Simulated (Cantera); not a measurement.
What does this Cantera script print?

```python
import numpy as np
import cantera as ct

gas = ct.Solution("gri30.yaml", transport_model="multicomponent")
show = ['H2O', 'CH3', 'N2']

rows = []
print(f"{'T/K':>7s}{'rho':>11s}{'cp':>10s}{'mu':>11s}{'lambda':>11s}{'Pr':>7s}" + "".join(f"{'D_' + s:>11s}" for s in show))
for T in [400, 550, 700, 850, 1000, 1150]:
    gas.TPX = T, 2666, {'H2O': 0.27, 'H2': 0.18, 'CH4': 0.43, 'N2': 0.13}
    Pr = gas.cp_mass * gas.viscosity / gas.thermal_conductivity
    D = [gas.mix_diff_coeffs_mole[gas.species_index(s)] for s in show]
    rows.append([gas.density, gas.cp_mass, gas.viscosity, gas.thermal_conductivity, Pr, *D])
    print(f"{T:7g}{gas.density:11.4e}{gas.cp_mass:10.1f}{gas.viscosity:11.4e}"
          f"{gas.thermal_conductivity:11.4e}{Pr:7.3f}" + "".join(f"{d:11.4e}" for d in D))
print("SI units: kg/m3, J/kg/K, Pa s, W/m/K, m2/s")
```

Result:

```
    T/K        rho        cp         mu     lambda     Pr      D_H2O      D_CH3       D_N2
    400 1.2514e-02    2268.1 1.5669e-05 6.2485e-02  0.569 1.8368e-03 1.6936e-03 1.6931e-03
    550 9.1012e-03    2545.7 2.0405e-05 8.8093e-02  0.590 3.3552e-03 2.9898e-03 2.9777e-03
    700 7.1509e-03    2829.8 2.4752e-05 1.1520e-01  0.608 5.2210e-03 4.5534e-03 4.5251e-03
    850 5.8890e-03    3088.7 2.8800e-05 1.4311e-01  0.622 7.3955e-03 6.3585e-03 6.3105e-03
   1000 5.0056e-03    3329.3 3.2608e-05 1.7149e-01  0.633 9.8510e-03 8.3868e-03 8.3162e-03
   1150 4.3527e-03    3539.3 3.6218e-05 1.9990e-01  0.641 1.2567e-02 1.0625e-02 1.0529e-02
SI units: kg/m3, J/kg/K, Pa s, W/m/K, m2/s
```

Computed with Cantera and GRI-Mech 3.0 (53 species, 325 reactions). Polar gases are described roughly by these parameters. The composition is frozen, though it would react at the higher temperatures.
